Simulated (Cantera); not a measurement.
Input (Python, Cantera) and output of one run.

```python
import numpy as np
import cantera as ct

gas_names = """
    Fe FeO Fe(OH)2 H HNO HNO2 HNO3 HO2 H2 H2O H2O2 H2S H2SO4 N NH NH2 NH3 NH2OH NO NO2 NO3 N2 N2H2 N2H4
    N2O O OH O2 O3 S SH SN SO SO2 SO3 S2 S2O S8
""".split()
cond_names = """
    Fe(a) Fe(c) Fe(d) Fe(L) FeO(s) FeO(L) Fe(OH)2(s) Fe(OH)3(s) FeS(a) FeS(b) FeS(c) FeS(L) FeSO4(s)
    FeS2(s) Fe2O3(s) Fe2S3O12(s) Fe3O4(s) H2O(s) H2O(L) H2SO4(L) S(cr1) S(cr2) S(L)
""".split()


# ... load() reads the species with a 1 bar reference pressure and builds the phases ...
atoms = {
    'Fe2O3': {'Fe': 2, 'O': 3},
    'H2S': {'H': 2, 'S': 1},
    'N2': {'N': 2},
}
top_T = {'FeSO4(s)': 950, 'FeS2(s)': 1010, 'Fe2O3(s)': 1830, 'Fe2S3O12(s)': 1100, 'Fe3O4(s)': 1870}  # K; cautious upper limits of use, not melting points


# ... equilibrate(T, P, feed) seeds the gas with the atoms and calls Mixture.equilibrate('TP', solver="vcs", rtol=1e-11, max_steps=5000) ...
results = []
feed = {'Fe2O3': 1, 'H2S': 0.083, 'N2': 0.51}  # mol
P = 100000  # Pa
for T in [1123, 1223, 1323, 1423, 1523, 1623, 1723, 1823]:
    mix = equilibrate(T, P, feed)
    results.append((T, P, feed, dict(zip(mix.species_names, mix.species_moles))))
    x = sorted(zip(gas.X, gas.species_names), reverse=True)
    print(f"T = {T:g} K  P = {P:g} Pa  gas = {mix.phase_moles(0):.4g} mol")
    print("   x: " + "  ".join(f"{s} {v:.3e}" for v, s in x if v > 0.001))
    print("   condensed (mol): " + ("  ".join(f"{mix.phase(i).name} {mix.phase_moles(i):.4g}"
          for i in range(1, mix.n_phases) if mix.phase_moles(i) > 1e-12) or "none"))
```

Result:

```
T = 1123 K  P = 100000 Pa  gas = 0.676 mol
   x: N2 7.544e-01  H2O 1.228e-01  SO2 1.228e-01
   condensed (mol): Fe2O3(s) 0.253  Fe3O4(s) 0.498
T = 1223 K  P = 100000 Pa  gas = 0.676 mol
   x: N2 7.544e-01  H2O 1.228e-01  SO2 1.228e-01
   condensed (mol): Fe2O3(s) 0.2529  Fe3O4(s) 0.498
T = 1323 K  P = 100000 Pa  gas = 0.676 mol
   x: N2 7.544e-01  H2O 1.228e-01  SO2 1.227e-01
   condensed (mol): Fe2O3(s) 0.2527  Fe3O4(s) 0.4982
T = 1423 K  P = 100000 Pa  gas = 0.6765 mol
   x: N2 7.539e-01  H2O 1.227e-01  SO2 1.225e-01
   condensed (mol): Fe2O3(s) 0.2497  Fe3O4(s) 0.5002
T = 1523 K  P = 100000 Pa  gas = 0.6825 mol
   x: N2 7.471e-01  H2O 1.216e-01  SO2 1.212e-01  O2 9.338e-03
   condensed (mol): Fe2O3(s) 0.2133  Fe3O4(s) 0.5244
T = 1623 K  P = 100000 Pa  gas = 0.718 mol
   x: N2 7.098e-01  H2O 1.155e-01  SO2 1.150e-01  O2 5.786e-02  NO 1.063e-03
   condensed (mol): Fe3O4(s) 0.6667
T = 1723 K  P = 100000 Pa  gas = 0.7181 mol
   x: N2 7.094e-01  H2O 1.154e-01  SO2 1.152e-01  O2 5.766e-02  NO 1.572e-03
   condensed (mol): Fe3O4(s) 0.6667
T = 1823 K  P = 100000 Pa  gas = 0.7182 mol
   x: N2 7.090e-01  SO2 1.153e-01  H2O 1.152e-01  O2 5.731e-02  NO 2.225e-03
   condensed (mol): Fe3O4(s) 0.6667
```

Equilibrium computed with Cantera from the NASA thermochemical tables; the gas is ideal and each condensed phase is pure. Mutual solubility and eutectic melting of coexisting phases are not modelled.
